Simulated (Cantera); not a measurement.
A Cantera script and what it prints.

```python
import numpy as np
import cantera as ct

gas_names = """
    H HI HNO HNO2 HNO3 HO2 H2 H2O H2O2 I I2 N NH NH2 NH3 NH2OH NO NO2 NO3 N2 N2H2 N2H4 N2O O OH O2 O3
""".split()
cond_names = """
    H2O(s) H2O(L) I2(cr) I2(L)
""".split()


# ... load() reads the species with a 1 bar reference pressure and builds the phases ...
atoms = {
    'HI': {'H': 1, 'I': 1},
    'O2': {'O': 2},
    'N2': {'N': 2},
}
top_T = {}  # K; cautious upper limits of use, not melting points


# ... equilibrate(T, P, feed) seeds the gas with the atoms and calls Mixture.equilibrate('TP', solver="vcs", rtol=1e-11, max_steps=5000) ...
results = []
feed = {'HI': 1, 'O2': 0.65, 'N2': 0.21}  # mol
P = 133.322  # Pa
for T in [2775, 2825, 2875, 2925, 2975, 3025, 3075, 3125, 3175, 3225, 3275, 3325, 3375, 3425]:
    mix = equilibrate(T, P, feed)
    results.append((T, P, feed, dict(zip(mix.species_names, mix.species_moles))))

top = {s: max(r[3][s] / sum(r[3][g] for g in gas_names) for r in results) for s in gas_names}
cols = sorted((s for s in top if top[s] > 0.001), key=lambda s: -top[s])[:8]
seen = [c for c in cond_names if any(r[3].get(c, 0) > 1e-12 for r in results)]
print("log10 of partial pressures in bar; condensed amounts in mol")
print(f"{'T/K':>10s}" + "".join(f"{s[:9]:>10s}" for s in cols + seen))
for T, P, feed, n in results:
    ng = sum(n[g] for g in gas_names)
    print(f"{T:10.4g}" + "".join(f"{np.log10(max(n[s] / ng * P / 1e5, 1e-99)):10.3f}" for s in cols)
          + "".join(f"{n.get(c, 0):10.4g}" for c in seen))
```

Output:

```
log10 of partial pressures in bar; condensed amounts in mol
       T/K         O         I         H        N2        O2        OH        H2       H2O
      2775    -3.424    -3.380    -3.483    -4.073    -4.232    -4.456    -4.716    -5.127
      2825    -3.395    -3.390    -3.465    -4.082    -4.345    -4.559    -4.832    -5.384
      2875    -3.373    -3.397    -3.453    -4.089    -4.465    -4.669    -4.954    -5.648
      2925    -3.356    -3.403    -3.444    -4.094    -4.591    -4.783    -5.079    -5.914
      2975    -3.344    -3.407    -3.438    -4.097    -4.720    -4.899    -5.205    -6.179
      3025    -3.334    -3.410    -3.433    -4.099    -4.850    -5.016    -5.329    -6.442
      3075    -3.328    -3.413    -3.430    -4.101    -4.981    -5.133    -5.452    -6.701
      3125    -3.323    -3.415    -3.428    -4.102    -5.111    -5.248    -5.572    -6.954
      3175    -3.319    -3.416    -3.426    -4.103    -5.238    -5.362    -5.690    -7.202
      3225    -3.316    -3.417    -3.425    -4.104    -5.364    -5.473    -5.805    -7.444
      3275    -3.314    -3.418    -3.424    -4.104    -5.487    -5.582    -5.917    -7.680
      3325    -3.313    -3.418    -3.423    -4.105    -5.607    -5.688    -6.026    -7.910
      3375    -3.312    -3.419    -3.422    -4.105    -5.725    -5.792    -6.132    -8.134
      3425    -3.311    -3.419    -3.422    -4.106    -5.839    -5.893    -6.236    -8.351
```

These are equilibrium values from Cantera (NASA tables, ideal gas, pure condensed phases), not measurements of a reactor.
